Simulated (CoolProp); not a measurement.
Properties of octamethyltrisiloxane (MDM) along the isotherm 575 K (Tc = 565.4 K, pc = 1.438 MPa, ω = 0.528).

Values from CoolProp's reference Helmholtz-energy equation of state, Thol 2017.

```
p (MPa)  phase  cp (kJ/(kg K))  cv (kJ/(kg K))
-------  -----  --------------  --------------
0.0898     gas           2.099           2.060
0.18       gas           2.107           2.063
0.27       gas           2.116           2.066
0.359      gas           2.126           2.070
0.449      gas           2.138           2.073
0.539      gas           2.152           2.077
0.629      gas           2.168           2.082
0.719      gas           2.188           2.086
```
